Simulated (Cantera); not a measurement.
Source: NASA polynomial tables (part measured, part estimated), evaluated in Cantera. Values are per mole of reaction as written; species without (g) are pure solids or liquids, kept so even where they would boil at 1 bar.

Problem. Between 400 and 600 K, where is each reaction favourable under standard conditions?
- 5 O₂(g) + P₄(g) ⇌ P₄O₁₀

Solution. 
- 5 O₂(g) + P₄(g) ⇌ P₄O₁₀: ΔG° is -2638 kJ at 400 K and -2426 kJ at 600 K; it stays negative (K > 1). ΔH° is -3054 kJ and ΔS° -1045 J/K at 600 K.
